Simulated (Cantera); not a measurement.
Charge: 1 mol CCl₄, 0.01 mol F₂, 2 mol H₂, equilibrated at 698 K and 100 Torr.

Method: chemical equilibrium by Gibbs-energy minimisation in Cantera with the NASA 1993 tables (ideal gas, pure condensed phases). Candidate condensed phases: C, C₆H₆, C₇H₈, C₈H₁₈; 118 gas species. Kinetics and transport are ignored.

Base state: HCl 0.993, HF 0.00499, Cl₂ 0.00249 (mole fractions); condensed: C(graphite).

What changes in the equilibrium state with this change: temperature from 698 K to 1850 K?


```csv
species,before,after
HCl,0.993,0.974
Cl,8.50e-8,0.0151
H₂,<1e-9,0.00522
H,<1e-9,0.000107
Cl₂,0.00249,0.000193
HF,0.00499,0.00495
"C(graphite), mol",1.000,1.000
```
